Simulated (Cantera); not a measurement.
Charge: 1 mol C6H6, 0.95 mol O2, a varied amount of H2, at 0.330 Torr.

Cantera equilibrium calculation (NASA polynomials, part measured and part estimated; ideal gas, pure solids and liquids). Candidate condensed phases: C, C6H6, C7H8, C8H18, H2O; 110 gas species. Rates play no part.

What condenses at these points (T in °C, n(H2) in mol): (2175, 25); (2525, 25); (2025, 6.5); (2225, 33); (2375, 33)?


| T (°C) | n(H2) in mol | condensed phases | C condensed (%) |
|---|---|---|---|
| 2175 | 25 | C | 62.1 |
| 2525 | 25 | gas only | 0.0 |
| 2025 | 6.5 | C | 67.2 |
| 2225 | 33 | C | 57.5 |
| 2375 | 33 | C | 21.3 |
